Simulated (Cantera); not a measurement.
A closed system holds: 1 mol Si, 0.054 mol N2O, 11 mol H2, equilibrated at 1148 K and 1.20 Pa.

These are equilibrium values from Cantera (NASA tables, ideal gas, pure condensed phases), not measurements of a reactor. Candidate condensed phases: H2O, Si, SiO2, Si2N2O, Si3N4; 35 gas species. Mutual solubility and eutectic melting of coexisting phases are not modelled. Rates play no part.

Base state: H2 1.000, H 2.07e-5, N2 2.03e-5, SiO 2.03e-5 (mole fractions); condensed: Si(s) + Si2N2O(s).

Question: What changes in the equilibrium state with this change: 0.45 mol Cl2 added?

Answer: 
| species | before | after |
|---|---|---|
| H2 | 1.000 | 0.930 |
| HCl | 0 | 0.0608 |
| SiCl2 | 0 | 0.00872 |
| SiCl3 | 0 | 9.46e-5 |
| SiCl4 | 0 | 1.13e-5 |
| H | 2.07e-5 | 1.99e-5 |
| SiO | 2.03e-5 | 2.03e-5 |
| N2 | 2.03e-5 | 2.03e-5 |
| Si(s), mol | 0.892 | 0.791 |
| Si2N2O(s), mol | 0.0538 | 0.0538 |
The tables' values for SiCl3 are old estimates; treat these amounts as uncertain. Further candidate phases: NH4Cl.

Question: What changes in the equilibrium state with this change: temperature from 1148 K to 1300 K?

Answer: 
```tsv
species	before	after
H2	1.000	0.993
SiO	2.03e-5	0.00328
N2	2.03e-5	0.00328
H	2.07e-5	0.000318
Si(s), mol	0.892	0.928
Si2N2O(s), mol	0.0538	0.0177
```

Question: What changes in the equilibrium state with this change: Si replaced by Si3N4?

Answer: 
| species | before | after |
|---|---|---|
| H2 | 1.000 | 0.993 |
| N2 | 2.03e-5 | 0.00650 |
| H | 2.07e-5 | 2.06e-5 |
| SiO | 2.03e-5 | 3.82e-7 |
| Si(s), mol | 0.892 | 0 |
| Si2N2O(s), mol | 0.0538 | 0.0540 |
| Si3N4(s), mol | 0 | 0.964 |
